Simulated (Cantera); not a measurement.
A Cantera script and what it prints.

```python
import numpy as np
import cantera as ct

gas_names = """
    CL CLO CL2 N NO NO2 NO3 N2 N2O O O2 O3 Si SiCL SiCL2 SiCL3 SiCL4 SiN SiO SiO2 Si2 Si2N Si3
""".split()
cond_names = """
    Si(cr) Si(L) SiO2(Lqz) SiO2(hqz) SiO2(L) Si2N2O(s) Si3N4(a)
""".split()


def load(file, names, dense=False):
    # The tables refer to 1 bar. Condensed volumes are neglected.
    table = {s.name: s for s in ct.Species.list_from_file(file)}
    out = []
    for n in names:
        d = dict(table[n].input_data)
        d["thermo"] = dict(d["thermo"], **{"reference-pressure": 1e5})
        if dense:
            d["equation-of-state"] = {"model": "constant-volume", "density": "1e6 g/cm^3"}
        out.append(ct.Species.from_dict(d))
    return out


gas = ct.Solution(thermo="ideal-gas", species=load("nasa_gas.yaml", gas_names))
cond = {s.name: ct.Solution(thermo="fixed-stoichiometry", species=[s], name=s.name)
        for s in load("nasa_condensed.yaml", cond_names, dense=True)}
atoms = {
    'SiCl4': {'Si': 1, 'CL': 4},
    'O3': {'O': 3},
    'N2': {'N': 2},
}
top_T = {'Si2N2O(s)': 2100, 'Si3N4(a)': 2400}  # K; cautious upper limits of use, not melting points


def equilibrate(T, P, feed):
    n = {}
    for name, mol in feed.items():
        for a, k in atoms[name].items():
            n[a] = n.get(a, 0.0) + k * mol
    gas.TPX = T, P, n
    mass = sum(n.values()) * gas.mean_molecular_weight
    gas.equilibrate("TP")
    valid = [c for c in cond.values() if c.min_temp <= T <= top_T.get(c.name, c.max_temp)]
    mix = ct.Mixture([(gas, mass / gas.mean_molecular_weight)] + [(c, 0.0) for c in valid])
    mix.T, mix.P = T, P
    mix.equilibrate("TP", solver="vcs", rtol=1e-11, max_steps=5000)
    return mix


results = []
feed = {'SiCl4': 1, 'O3': 0.065, 'N2': 73}  # mol
T = 550  # K
P = 2800  # Pa
mix = equilibrate(T, P, feed)
results.append((T, P, feed, dict(zip(mix.species_names, mix.species_moles))))
print(gas.report(threshold=1e-06))
for i in range(1, mix.n_phases):
    print(f"{mix.phase(i).name:16s} {mix.phase_moles(i):12.5e} mol")
```

Result:

```
       temperature   550 K
          pressure   2800 Pa
           density   0.01828 kg/m^3
  mean mol. weight   29.855 kg/kmol
   phase of matter   gas

                          1 kg             1 kmol
                     ---------------   ---------------
          enthalpy            -15422       -4.6043e+05  J
   internal energy        -1.686e+05       -5.0334e+06  J
           entropy            8115.9         2.423e+05  J/K
    Gibbs function       -4.4791e+06       -1.3372e+08  J
 heat capacity c_p            1028.9             30717  J/K
 heat capacity c_v            750.39             22403  J/K

                      mass frac. Y      mole frac. X     chem. pot. / RT
                     ---------------   ---------------   ---------------
               CL2         0.0062497         0.0026317           -36.995
                N2           0.92444           0.98519           -27.179
             SiCL4          0.069308           0.01218           -194.48
     [  +20 minor]        7.6215e-10        6.4186e-10

Si(cr)            0.00000e+00 mol
SiO2(Lqz)         9.75000e-02 mol
Si2N2O(s)         0.00000e+00 mol
Si3N4(a)          0.00000e+00 mol
```

Cantera equilibrium calculation (NASA polynomials, part measured and part estimated; ideal gas, pure solids and liquids).
